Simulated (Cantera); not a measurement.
Cantera run:

```python
import numpy as np
import cantera as ct

gas_names = """
    B BF BF2 BF3 BN B2 F F2 N NF NF2 NF3 N2
""".split()
cond_names = """
    B(b) B(L) BN(s)
""".split()


# ... load() reads the species with a 1 bar reference pressure and builds the phases ...
atoms = {
    'BF3': {'B': 1, 'F': 3},
    'N2': {'N': 2},
}
top_T = {'BN(s)': 3200}  # K; cautious upper limits of use, not melting points


# ... equilibrate(T, P, feed) seeds the gas with the atoms and calls Mixture.equilibrate('TP', solver="vcs", rtol=1e-11, max_steps=5000) ...
results = []
feed = {'BF3': 1, 'N2': 1.8}  # mol
T = 1348.15  # K
P = 1333.22  # Pa
mix = equilibrate(T, P, feed)
results.append((T, P, feed, dict(zip(mix.species_names, mix.species_moles))))
print(gas.report(threshold=1e-05))
for i in range(1, mix.n_phases):
    print(f"{mix.phase(i).name:16s} {mix.phase_moles(i):12.5e} mol")
```

It prints:

```
       temperature   1348.2 K
          pressure   1333.2 Pa
           density   0.0050223 kg/m^3
  mean mol. weight   42.225 kg/kmol
   phase of matter   gas

                          1 kg             1 kmol
                     ---------------   ---------------
          enthalpy       -8.4763e+06       -3.5791e+08  J
   internal energy       -8.7418e+06       -3.6912e+08  J
           entropy            7609.6        3.2131e+05  J/K
    Gibbs function       -1.8735e+07        -7.911e+08  J
 heat capacity c_p              1186             50078  J/K
 heat capacity c_v            989.08             41764  J/K

                      mass frac. Y      mole frac. X     chem. pot. / RT
                     ---------------   ---------------   ---------------
               BF3            0.5735           0.35714            -142.8
                N2            0.4265           0.64286           -30.449
     [  +11 minor]        7.7975e-08        9.7117e-08

B(b)              0.00000e+00 mol
BN(s)             0.00000e+00 mol
```

Equilibrium computed with Cantera from the NASA thermochemical tables; the gas is ideal and each condensed phase is pure.
